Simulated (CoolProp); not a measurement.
Vapour pressure (kPa) of nitrous oxide: the reference equation beside estimates from Tc = 309.5 K, pc = 7245 kPa, ω = 0.161.

The numbers come from the reference Helmholtz-energy equation of state, Lemmon 2006 in CoolProp. It is a short technical equation, of lower accuracy than the large ones.

```tsv
T (K)	reference	Lee-Kesler	Soave-Redlich-Kwong
245.3	1411	1414	1421
250.9	1680	1682	1694
256.4	1977	1979	1996
262	2318	2319	2343
267.6	2700	2700	2731
273.2	3126	3124	3164
278.8	3599	3596	3643
284.4	4123	4120	4173
290	4701	4700	4756
295.6	5340	5342	5395
301.2	6045	6051	6093
```

Absolute difference from the reference over all 11 rows, mean and median: Lee-Kesler 0.1 and 0.1 %, Soave-Redlich-Kwong 1.0 and 1.1 %.
